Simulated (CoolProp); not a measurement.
A simple Rankine cycle with methanol: condensing at 299.15 K, boiler at 0.493 MPa, turbine inlet 534.1 K, turbine efficiency 0.85, pump efficiency 0.6, no recuperator. Each further row changes one setting.

Values from CoolProp's reference Helmholtz-energy equation of state, de Reuck 1993.

| case | thermal efficiency (%) | net work (kJ/kg) | heat in (kJ/kg) | turbine exit temperature (K) | volume ratio over the turbine |
|---|---|---|---|---|---|
| as stated | ___ | 304 | 1570 | 352.7 | 18.4 |
| turbine inlet 554.1 K | 19.8 | 318 | 1610 | 370.2 | ___ |
| condensing temperature 291.15 K | ___ | 333 | ___ | 333.2 | 26.6 |
| boiler pressure 0.345 MPa | 17.8 | 280 | 1570 | 370.4 | 13.5 |
| turbine efficiency 0.75 | 17.1 | ___ | 1570 | ___ | ___ |

Problem. Complete the blanks.

Solution. 
- as stated, thermal efficiency (%): 19.4
- turbine inlet 554.1 K, volume ratio over the turbine: 18.6
- condensing temperature 291.15 K, thermal efficiency (%): 21.0
- condensing temperature 291.15 K, heat in (kJ/kg): 1590
- turbine efficiency 0.75, net work (kJ/kg): 268
- turbine efficiency 0.75, turbine exit temperature (K): 375.9
- turbine efficiency 0.75, volume ratio over the turbine: 19.7
